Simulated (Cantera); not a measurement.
Premixed flame

A freely propagating, adiabatic, planar premixed flame of H₂ : O₂ : N₂ = 1 : 0.25 : 0.94 (molar parts), equivalence ratio 2.0, unburnt at 550 K and 323 Torr; unity-Lewis-number transport, grid criteria slope 0.08 and curve 0.16, no radiation.

Detailed kinetics in Cantera: the H2/O2 subset of GRI-Mech 3.0, which has no nitrogen chemistry. Unity Lewis numbers drop preferential diffusion, which matters most where H2 and H carry the flame. Burning velocities carry a grid error of a few per cent, more on coarse grids.

| z (mm) | T (K) | u (m/s) | x H₂ | x O₂ | x HO₂ | x H₂O₂ | x H | x OH |
|---|---|---|---|---|---|---|---|---|
| -3.37 | 550 | 4.28 | 0.457 | 0.114 | <1e-8 | <1e-8 | <1e-8 | <1e-8 |
| -2.25 | 550 | 4.28 | 0.457 | 0.114 | 1.04e-8 | <1e-8 | <1e-8 | <1e-8 |
| -1.69 | 550 | 4.28 | 0.457 | 0.114 | 9.00e-8 | <1e-8 | <1e-8 | <1e-8 |
| -1.12 | 550 | 4.29 | 0.457 | 0.114 | 1.93e-6 | 3.92e-8 | <1e-8 | <1e-8 |
| -0.562 | 577 | 4.49 | 0.454 | 0.113 | 9.70e-5 | 1.94e-6 | 8.24e-5 | 1.17e-5 |
| -0.281 | 775 | 5.96 | 0.426 | 0.0986 | 7.95e-5 | 2.09e-6 | 0.00578 | 0.000245 |
| 0 | 1174 | 8.81 | 0.307 | 0.0480 | 2.52e-5 | 5.32e-7 | 0.0586 | 0.00158 |
| 0.281 | 1430 | 10.6 | 0.210 | 0.00884 | 4.09e-6 | 4.25e-7 | 0.106 | 0.00344 |
| 0.562 | 1547 | 11.3 | 0.198 | 0.00190 | 8.10e-7 | 3.42e-7 | 0.105 | 0.00422 |
| 1.12 | 1671 | 12.1 | 0.207 | 0.000881 | 3.52e-7 | 2.38e-7 | 0.0883 | 0.00483 |
| 2.25 | 1801 | 12.9 | 0.218 | 0.000605 | 2.31e-7 | 1.36e-7 | 0.0692 | 0.00503 |
| 4.49 | 1925 | 13.7 | 0.229 | 0.000367 | 1.44e-7 | 6.98e-8 | 0.0511 | 0.00470 |
| 8.99 | 2031 | 14.3 | 0.237 | 0.000192 | 8.34e-8 | 3.45e-8 | 0.0356 | 0.00392 |
x: mole fraction of selected species; z is measured from the peak of heat release.

The laminar burning velocity is 428 cm/s and the thermal thickness is 1.12 mm. The peak x(HO₂) comes out as 0.000120. The peak x(H₂O₂) comes out as 2.79e-6, the peak x(H) is 0.109 and the peak x(OH) is 0.00504.
